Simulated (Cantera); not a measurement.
Charge: 1 mol B, 39 mol N₂, held at 248 Torr.

These are equilibrium values from Cantera (NASA tables, ideal gas, pure condensed phases), not measurements of a reactor. Candidate condensed phases: B, BN; 5 gas species. N₂ is the only nitrogen source here; it is nearly inert below about 1500 K, so the nitride shown seldom forms there in practice. The numbers say what is thermodynamically allowed, not how fast it happens. All values below are at 1275 K.

Base state: N₂ 1.00 (mole fractions); condensed: BN(s).

### Question
What changes in the equilibrium state with this change: B replaced by BF₃?

### Answer
```csv
species,before,after
N₂,1.00,0.975
BF₃,0,0.0250
"BN(s), mol",1.00,0
```
